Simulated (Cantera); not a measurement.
Input: 1 mol AlCl3, 0.52 mol H2O, 4 mol N2, equilibrated at 1623 K and 1.33 mbar.

Method: chemical equilibrium by Gibbs-energy minimisation in Cantera with the NASA 1993 tables (ideal gas, pure condensed phases). Candidate condensed phases: Al, AlCl3, AlN, Al2O3, H2O, NH4Cl; 45 gas species. The tables' values for AlCl2 are old estimates; treat these amounts as uncertain. Rates play no part.

Base state: N2 0.698, HCl 0.179, AlCl3 0.109, Cl 0.00798, AlCl2 0.00411, H2 0.00112, AlCl 0.000788, H 6.33e-5 (mole fractions); condensed: Al2O3(s).

Task: What changes in the equilibrium state with this change: temperature from 1623 K to 1373.15 K?

Result: 
```
species          before     after
-------------  --------  --------
N2                0.698     0.702
HCl               0.179     0.182
AlCl3             0.109     0.115
Cl              0.00798  0.000778
AlCl           0.000788   2.45e-6
H               6.33e-5   1.62e-6
AlCl2           0.00411  0.000146
Al2O3(s), mol     0.173     0.173
```

Task: What changes in the equilibrium state with this change: temperature from 1623 K to 1723 K?

Result: 
```
species          before     after
-------------  --------  --------
N2                0.698     0.690
HCl               0.179     0.177
AlCl3             0.109    0.0996
Cl              0.00798    0.0193
AlOCl           9.01e-6   4.78e-5
AlCl           0.000788   0.00349
H               6.33e-5  0.000177
AlCl2           0.00411   0.00960
Cl2             5.37e-6   1.06e-5
Al2O3(s), mol     0.173     0.173
```
